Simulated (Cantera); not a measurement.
A Cantera script and what it prints.

```python
import numpy as np
import cantera as ct

gas_names = """
    Cu CuF CuF2 Cu2 F F2
""".split()
cond_names = """
    Cu(cr) Cu(L) CuF2(s) CuF2(L)
""".split()


# ... load() reads the species with a 1 bar reference pressure and builds the phases ...
atoms = {
    'Cu': {'Cu': 1},
    'F2': {'F': 2},
}
top_T = {}  # K; cautious upper limits of use, not melting points


# ... equilibrate(T, P, feed) seeds the gas with the atoms and calls Mixture.equilibrate('TP', solver="vcs", rtol=1e-11, max_steps=5000) ...
results = []
feed = {'Cu': 1, 'F2': 5.8}  # mol
for P in [1, 4.2, 18, 75, 320, 1300, 5600, 24000, 100000]:
    for T in [500, 600, 700, 800, 900, 1000, 1100, 1200, 1300, 1400, 1500]:
        mix = equilibrate(T, P, feed)
        results.append((T, P, feed, dict(zip(mix.species_names, mix.species_moles))))

for T, P, feed, n in results:
    print(f"{T:7g} {P:10.4g}  " + (" + ".join(c for c in cond_names if n.get(c, 0) > 1e-12) or "gas only"))
```

Result:

```
    500          1  CuF2(s)
    600          1  CuF2(s)
    700          1  CuF2(s)
    800          1  CuF2(s)
    900          1  CuF2(s)
   1000          1  gas only
   1100          1  gas only
   1200          1  gas only
   1300          1  gas only
   1400          1  gas only
   1500          1  gas only
    500        4.2  CuF2(s)
    600        4.2  CuF2(s)
    700        4.2  CuF2(s)
    800        4.2  CuF2(s)
    900        4.2  CuF2(s)
   1000        4.2  gas only
   1100        4.2  gas only
   1200        4.2  gas only
   1300        4.2  gas only
   1400        4.2  gas only
   1500        4.2  gas only
    500         18  CuF2(s)
    600         18  CuF2(s)
    700         18  CuF2(s)
    800         18  CuF2(s)
    900         18  CuF2(s)
   1000         18  CuF2(s)
   1100         18  gas only
   1200         18  gas only
   1300         18  gas only
   1400         18  gas only
   1500         18  gas only
    500         75  CuF2(s)
    600         75  CuF2(s)
    700         75  CuF2(s)
    800         75  CuF2(s)
    900         75  CuF2(s)
   1000         75  CuF2(s)
   1100         75  gas only
   1200         75  gas only
   1300         75  gas only
   1400         75  gas only
   1500         75  gas only
    500        320  CuF2(s)
    600        320  CuF2(s)
    700        320  CuF2(s)
    800        320  CuF2(s)
    900        320  CuF2(s)
   1000        320  CuF2(s)
   1100        320  CuF2(s)
   1200        320  gas only
   1300        320  gas only
   1400        320  gas only
   1500        320  gas only
    500       1300  CuF2(s)
    600       1300  CuF2(s)
    700       1300  CuF2(s)
    800       1300  CuF2(s)
    900       1300  CuF2(s)
   1000       1300  CuF2(s)
   1100       1300  CuF2(s)
   1200       1300  CuF2(L)
   1300       1300  gas only
   1400       1300  gas only
   1500       1300  gas only
    500       5600  CuF2(s)
    600       5600  CuF2(s)
    700       5600  CuF2(s)
    800       5600  CuF2(s)
    900       5600  CuF2(s)
   1000       5600  CuF2(s)
   1100       5600  CuF2(s)
   1200       5600  CuF2(L)
   1300       5600  CuF2(L)
   1400       5600  gas only
   1500       5600  gas only
    500    2.4e+04  CuF2(s)
    600    2.4e+04  CuF2(s)
    700    2.4e+04  CuF2(s)
    800    2.4e+04  CuF2(s)
    900    2.4e+04  CuF2(s)
   1000    2.4e+04  CuF2(s)
   1100    2.4e+04  CuF2(s)
   1200    2.4e+04  CuF2(L)
   1300    2.4e+04  CuF2(L)
   1400    2.4e+04  CuF2(L)
   1500    2.4e+04  gas only
    500      1e+05  CuF2(s)
    600      1e+05  CuF2(s)
    700      1e+05  CuF2(s)
    800      1e+05  CuF2(s)
    900      1e+05  CuF2(s)
   1000      1e+05  CuF2(s)
   1100      1e+05  CuF2(s)
   1200      1e+05  CuF2(L)
   1300      1e+05  CuF2(L)
   1400      1e+05  CuF2(L)
   1500      1e+05  CuF2(L)
```

Cantera equilibrium calculation (NASA polynomials, part measured and part estimated; ideal gas, pure solids and liquids).
